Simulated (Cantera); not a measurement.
Feed: 1 mol Ta₂O₅, 81 mol H₂, at 1 atm.

Method: chemical equilibrium by Gibbs-energy minimisation in Cantera with the NASA 1993 tables (ideal gas, pure condensed phases). Candidate condensed phases: H₂O, Ta, Ta₂O₅; 12 gas species. Mutual solubility and eutectic melting of coexisting phases are not modelled. Condensed phases not in the tables: N, O or C dissolved in the metal. Kinetics and transport are ignored.

log p: log10 of the partial pressure in bar; n: condensed amount in mol.

| T (K) | log p H₂ | log p H | log p H₂O | log p TaO₂ | log p TaO | n Ta₂O₅(s) | n Ta(s) | n Ta₂O₅(l) |
|---|---|---|---|---|---|---|---|---|
| 875 | 0.01 | -10.30 | -7.89 | <-11 | <-11 | 1.00 | 0 | 0 |
| 975 | 0.01 | -8.94 | -6.92 | <-11 | <-11 | 1.000 | 0 | 0 |
| 1075 | 0.01 | -7.83 | -6.14 | <-11 | <-11 | 1.000 | 0 | 0 |
| 1175 | 0.01 | -6.91 | -5.49 | <-11 | <-11 | 1.000 | 0 | 0 |
| 1275 | 0.01 | -6.13 | -4.96 | <-11 | <-11 | 1.000 | 0.000354 | 0 |
| 1375 | 0.01 | ___ | ___ | <-11 | <-11 | 0.999 | ___ | 0 |
| 1475 | 0.01 | -4.88 | -4.11 | -11.43 | <-11 | 0.999 | 0.00248 | 0 |
| 1575 | 0.01 | -4.38 | -3.77 | -10.10 | -10.78 | 0.997 | 0.00540 | 0 |
| 1675 | 0.01 | ___ | ___ | ___ | ___ | 0.995 | ___ | 0 |
| 1775 | 0.01 | -3.54 | -3.22 | -7.90 | -8.61 | 0.990 | 0.0194 | 0 |
| 1875 | 0.00 | -3.18 | -2.99 | -6.99 | -7.70 | 0.983 | 0.0330 | 0 |
| 1975 | 0.00 | -2.86 | -2.78 | -6.17 | -6.89 | 0.973 | 0.0530 | 0 |
| 2075 | 0.00 | -2.57 | -2.60 | -5.44 | -6.16 | 0 | 0.0800 | 0.960 |
| 2175 | 0.00 | -2.31 | -2.47 | -4.83 | -5.52 | 0 | 0.110 | 0.945 |

Task: What belongs in the gaps?

Result: 
- 1375, log p H: -5.46
- 1375, log p H₂O: -4.50
- 1375, n Ta(s): 0.00101
- 1675, log p H: -3.93
- 1675, log p H₂O: -3.48
- 1675, log p TaO₂: -8.93
- 1675, log p TaO: -9.63
- 1675, n Ta(s): 0.0107
